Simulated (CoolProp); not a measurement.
The fluid at 298.15 K and 0.591 MPa is throttled through a valve to 0.385 MPa with no heat exchange. The same conditions are run with several fluids, on thermodynamics alone (safety and materials aside).

The numbers come from the reference Helmholtz-energy equation of state of each fluid (hexamethyldisiloxane (MM): Thol 2016; isobutane: Bücker 2006; ethylbenzene: Zhou 2012; decamethyltetrasiloxane (MD2M): Thol 2017; R124: de Vries 1995) in CoolProp.

```json
[
 {"fluid": "hexamethyldisiloxane (MM)", "temperature change (K)": "+0.1", "final density (kg/m³)": "…"},
 {"fluid": "isobutane", "temperature change (K)": "+0.0", "final density (kg/m³)": "…"},
 {"fluid": "ethylbenzene", "temperature change (K)": "+0.1", "final density (kg/m³)": "863"},
 {"fluid": "decamethyltetrasiloxane (MD2M)", "temperature change (K)": "+0.1", "final density (kg/m³)": "…"},
 {"fluid": "R124", "temperature change (K)": "+0.0", "final density (kg/m³)": "…"}
]
```

### Question
Fill in the missing entries.

### Answer

- hexamethyldisiloxane (MM), final density (kg/m³): 760
- isobutane, final density (kg/m³): 551
- decamethyltetrasiloxane (MD2M), final density (kg/m³): 849
- R124, final density (kg/m³): 1360
